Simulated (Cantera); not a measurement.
Input: 1 mol CH₃F, 13 mol H₂, equilibrated at 0.0100 bar.

Equilibrium computed with Cantera from the NASA thermochemical tables; the gas is ideal and each condensed phase is pure. Candidate condensed phases: C, C₆H₆, C₇H₈, C₈H₁₈; 95 gas species. Rates play no part.

Task: At 2400 °C, list the 7 most abundant gas species with their mole fractions, and the condensed phases.

Result: H₂ 0.552, H 0.381, HF 0.0538, C₂H₂ (acetylene) 0.0118, C₂H 0.000822, C₃ 0.000613, C 0.000154. Condensed: C(graphite).
